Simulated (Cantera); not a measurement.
An isothermal, constant-pressure homogeneous reactor starts with CH₄ : CO₂ : H₂ = 1 : 0.65 : 0.098 (molar parts), at 2150 K and 0.132 atm. Integrator tolerance rtol = 1e-08.

Detailed kinetics in Cantera: GRI-Mech 3.0 (53 species, 325 reactions).

Question: What does this change do: temperature 2150 to 1523 K?

Answer: 
```csv
quantity,before,after
x(CH₄) at 2.00 s,8.36e-5 (gas-phase equilibrium 8.38e-5),0.130 (gas-phase equilibrium 0.00800)
x(CO₂) at 2.00 s,3.66e-8 (gas-phase equilibrium 3.67e-8),0.104 (gas-phase equilibrium 1.26e-7)
x(H₂) at 2.00 s,0.559 (gas-phase equilibrium 0.559),0.305 (gas-phase equilibrium 0.558)
x(HO₂) at 2.00 s,<1e-12 (gas-phase equilibrium <1e-12),<1e-12 (gas-phase equilibrium <1e-12)
x(CH₂CO) at 2.00 s,4.04e-8 (gas-phase equilibrium 4.04e-8),3.43e-5 (gas-phase equilibrium 1.25e-7)
```
